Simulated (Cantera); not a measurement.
**Premixed flame**

A freely propagating, adiabatic, planar premixed flame of 5.94 % C3H8, 19.8 % O2, 74.3 % N2, unburnt at 450 K and 800000 Pa; mixture-averaged transport, grid criteria slope 0.08 and curve 0.16, no radiation.

Computed with Cantera and GRI-Mech 3.0 (53 species, 325 reactions). GRI-Mech 3.0 was tuned for natural gas; its chemistry of propane as a main component is partial and can be far from experiment. Burning velocities carry a grid error of a few per cent, more on coarse grids.

| z (mm) | T (K) | u (m/s) | x C3H8 | x O2 | x C2H6 | x C2H4 | x OH | x CH4 |
|---|---|---|---|---|---|---|---|---|
| -0.348 | 451 | 0.215 | 0.0592 | 0.197 | 1.45e-7 | 2.16e-6 | <1e-8 | 7.51e-6 |
| -0.232 | 457 | 0.220 | 0.0589 | 0.195 | 2.34e-6 | 3.07e-5 | <1e-8 | 6.86e-5 |
| -0.174 | 479 | 0.232 | 0.0584 | 0.192 | 1.40e-5 | 0.000166 | <1e-8 | 0.000264 |
| -0.116 | 595 | 0.293 | 0.0562 | 0.178 | 0.000125 | 0.00126 | 1.20e-8 | 0.00125 |
| -0.0580 | 1024 | 0.526 | 0.0396 | 0.127 | 0.000904 | 0.00748 | 7.60e-7 | 0.00494 |
| -0.0290 | 1395 | 0.743 | 0.0160 | 0.0802 | 0.00153 | 0.0128 | 1.56e-5 | 0.00801 |
| 0 | 1763 | 0.966 | 0.000449 | 0.0337 | 0.000458 | 0.00671 | 0.000175 | 0.00762 |
| 0.0290 | 1952 | 1.07 | 5.18e-7 | 0.0122 | 5.16e-5 | 0.000949 | 0.000274 | 0.00445 |
| 0.0580 | 2026 | 1.12 | 1.24e-8 | 0.00492 | 1.52e-5 | 0.000186 | 0.000245 | 0.00307 |
| 0.116 | 2071 | 1.14 | <1e-8 | 0.00121 | 3.71e-6 | 4.29e-5 | 0.000152 | 0.00225 |
| 0.232 | 2085 | 1.15 | <1e-8 | 0.000175 | 9.91e-7 | 1.63e-5 | 8.74e-5 | 0.00180 |
| 0.464 | 2085 | 1.15 | <1e-8 | 1.12e-5 | 4.26e-7 | 9.46e-6 | 7.03e-5 | 0.00139 |
| 0.928 | 2082 | 1.15 | <1e-8 | 2.60e-7 | 1.91e-7 | 5.47e-6 | 6.51e-5 | 0.000966 |
x: mole fraction of selected species; z is measured from the peak of heat release.

The laminar burning velocity comes out as 21.4 cm/s and the thermal thickness is 0.116 mm. The peak x(C2H6) is 0.00153. The peak x(C2H4) is 0.0131, the peak x(OH) comes out as 0.000275 and the peak x(CH4) comes out as 0.00872.
